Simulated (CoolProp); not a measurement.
Vapour-liquid equilibrium of ethane (1) + n-pentane (2) at 1.35 °C; x and y are mole fractions of (1).

Values from CoolProp's multi-fluid Helmholtz-energy mixture model, Bücker 2006 and Thol 2019; pair parameters Kunz 2012.

| x | bubble pressure (MPa) | y at the bubble point | dew pressure at overall composition x (MPa) | liquid density (mol/L) |
|---|---|---|---|---|
| 0.05 | 0.1337 | 0.807 | 0.02737 | 9.122 |
| 0.125 | 0.2974 | 0.915 | 0.02973 | 9.421 |
| 0.2 | 0.4631 | 0.946 | 0.03252 | 9.734 |
| 0.275 | 0.6300 | 0.961 | 0.03589 | 10.06 |
| 0.35 | 0.7978 | 0.970 | 0.04003 | 10.40 |
| 0.425 | 0.9665 | 0.976 | 0.04524 | 10.76 |
| 0.5 | 1.136 | 0.981 | 0.05201 | 11.13 |
| 0.575 | 1.308 | 0.984 | 0.06115 | 11.51 |
| 0.65 | 1.484 | 0.987 | 0.07418 | 11.91 |
| 0.725 | 1.664 | 0.990 | 0.09426 | 12.30 |
| 0.8 | 1.854 | 0.992 | 0.1292 | 12.68 |
| 0.875 | 2.058 | 0.995 | 0.2053 | 13.01 |
| 0.95 | 2.287 | 0.998 | 0.4967 | 13.22 |

No azeotrope shows between x = 0.05 and 0.95.

Pair parameters are fitted to limited data, so mixtures are less certain than the pure fluids.
